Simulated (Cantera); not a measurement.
A closed system holds: 1 mol TEOS, 0.13 mol O2, equilibrated at 1598 K and 5.60 Pa.

These are equilibrium values from Cantera (NASA tables, ideal gas, pure condensed phases), not measurements of a reactor. Candidate condensed phases: C, C6H6, C7H8, C8H18, H2O, Si, SiC, SiO2; 123 gas species. The feed counts by its element totals alone. Kinetics and transport are ignored.

Base state: H2 0.696, CO 0.297, H 0.00593, SiO 0.000855, C2H2 (acetylene) 1.88e-5, Si 1.74e-5 (mole fractions); condensed: C(graphite) + SiC(s).

Q: What changes in the equilibrium state with this change: temperature from 1598 K to 1723.15 K?

A: 
| species | before | after |
|---|---|---|
| H2 | 0.696 | 0.684 |
| CO | 0.297 | 0.294 |
| H | 0.00593 | 0.0202 |
| SiO | 0.000855 | 0.00130 |
| Si | 1.74e-5 | 0.000294 |
| C2H2 (acetylene) | 1.88e-5 | 6.20e-5 |
| C(graphite), mol | 2.76 | 2.78 |
| SiC(s), mol | 0.988 | 0.977 |

Q: What changes in the equilibrium state with this change: TEOS replaced by Si2H6?

A: 
```tsv
species	before	after
H2	0.696	0.912
SiO	0.000855	0.0793
H	0.00593	0.00679
CO	0.297	0
C2H2 (acetylene)	1.88e-5	0
SiH	2.39e-7	2.62e-5
Si	1.74e-5	0.00167
C(graphite), mol	2.76	0
SiC(s), mol	0.988	0
Si(s), mol	0	1.73
```
